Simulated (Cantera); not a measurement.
A freely propagating, adiabatic, planar premixed flame of CH4 : C2H6 : O2 : N2 = 1 : 0.24 : 3.09 : 9.57 (molar parts), unburnt at 300 K and 653 Torr; mixture-averaged transport, grid criteria slope 0.08 and curve 0.16, no radiation.

Computed with Cantera and GRI-Mech 3.0 (53 species, 325 reactions). Burning velocities carry a grid error of a few per cent, more on coarse grids.

x: mole fraction of selected species; z is measured from the peak of heat release.

```json
[
 {"z (mm)": "-1.14", "T (K)": "300", "u (m/s)": "0.544", "x CH4": "0.0719", "x C2H6": "0.0173", "x O2": "0.222", "x C2H4": "<1e-8", "x NO2": "<1e-8", "x H2": "0.000338"},
 {"z (mm)": "-0.760", "T (K)": "300", "u (m/s)": "0.545", "x CH4": "0.0718", "x C2H6": "0.0172", "x O2": "0.222", "x C2H4": "1.06e-7", "x NO2": "<1e-8", "x H2": "0.00129"},
 {"z (mm)": "-0.570", "T (K)": "304", "u (m/s)": "0.552", "x CH4": "0.0716", "x C2H6": "0.0172", "x O2": "0.221", "x C2H4": "1.66e-6", "x NO2": "<1e-8", "x H2": "0.00295"},
 {"z (mm)": "-0.380", "T (K)": "347", "u (m/s)": "0.633", "x CH4": "0.0695", "x C2H6": "0.0170", "x O2": "0.218", "x C2H4": "4.47e-5", "x NO2": "5.53e-8", "x H2": "0.00715"},
 {"z (mm)": "-0.190", "T (K)": "800", "u (m/s)": "1.49", "x CH4": "0.0516", "x C2H6": "0.0128", "x O2": "0.182", "x C2H4": "0.000928", "x NO2": "1.88e-7", "x H2": "0.0149"},
 {"z (mm)": "-0.0949", "T (K)": "1278", "u (m/s)": "2.41", "x CH4": "0.0305", "x C2H6": "0.00577", "x O2": "0.136", "x C2H4": "0.00162", "x NO2": "4.39e-8", "x H2": "0.0186"},
 {"z (mm)": "0", "T (K)": "1710", "u (m/s)": "3.26", "x CH4": "0.00824", "x C2H6": "0.000379", "x O2": "0.0830", "x C2H4": "0.000783", "x NO2": "<1e-8", "x H2": "0.0189"},
 {"z (mm)": "0.0949", "T (K)": "1886", "u (m/s)": "3.60", "x CH4": "0.000673", "x C2H6": "1.18e-6", "x O2": "0.0524", "x C2H4": "3.78e-5", "x NO2": "<1e-8", "x H2": "0.0145"},
 {"z (mm)": "0.190", "T (K)": "1937", "u (m/s)": "3.68", "x CH4": "?", "x C2H6": "<1e-8", "x O2": "?", "x C2H4": "?", "x NO2": "<1e-8", "x H2": "0.0119"},
 {"z (mm)": "0.380", "T (K)": "1996", "u (m/s)": "3.77", "x CH4": "5.49e-8", "x C2H6": "<1e-8", "x O2": "0.0357", "x C2H4": "<1e-8", "x NO2": "<1e-8", "x H2": "0.0112"},
 {"z (mm)": "0.760", "T (K)": "2072", "u (m/s)": "3.89", "x CH4": "<1e-8", "x C2H6": "<1e-8", "x O2": "0.0321", "x C2H4": "<1e-8", "x NO2": "<1e-8", "x H2": "0.0101"},
 {"z (mm)": "1.52", "T (K)": "2156", "u (m/s)": "4.02", "x CH4": "<1e-8", "x C2H6": "<1e-8", "x O2": "?", "x C2H4": "<1e-8", "x NO2": "<1e-8", "x H2": "?"},
 {"z (mm)": "3.04", "T (K)": "2235", "u (m/s)": "4.15", "x CH4": "<1e-8", "x C2H6": "<1e-8", "x O2": "0.0259", "x C2H4": "<1e-8", "x NO2": "1.62e-8", "x H2": "0.00590"}
]
```

Fill in the missing entries.


- 0.190, x CH4: 2.73e-5
- 0.190, x O2: 0.0417
- 0.190, x C2H4: 5.37e-7
- 1.52, x O2: 0.0290
- 1.52, x H2: 0.00808
